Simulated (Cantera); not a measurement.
A closed system holds: 1 mol PbO, 1.8 mol CH4, 0.34 mol CO, at 1998.15 K and 0.150 bar.

Method: chemical equilibrium by Gibbs-energy minimisation in Cantera with the NASA 1993 tables (ideal gas, pure condensed phases). Candidate condensed phases: C, C6H6, C7H8, C8H18, H2O, Pb, PbO, PbO2, Pb3O4; 113 gas species. Equilibrium is a limit: real reactors are often held back by kinetics, nucleation or transport.

Task: What is the equilibrium state?

Result: 
| Quantity | Result |
|---|---|
| x(H2) | 0.603 |
| x(CO) | 0.225 |
| x(Pb) | 0.168 |
| x(H) | 0.00322 |
| x(C2H2 (acetylene)) | 0.000458 |
| x(CH4) | 2.33e-5 |
| x(Pb2) | 2.07e-5 |
| x(CH3) | 2.46e-6 |
| x(H2O) | 2.41e-6 |
| n(C(graphite)) | 0.794 mol |
| gas amount | 5.949 mol |
| log10 activity of Pb(l) (absent) | -1.54 |
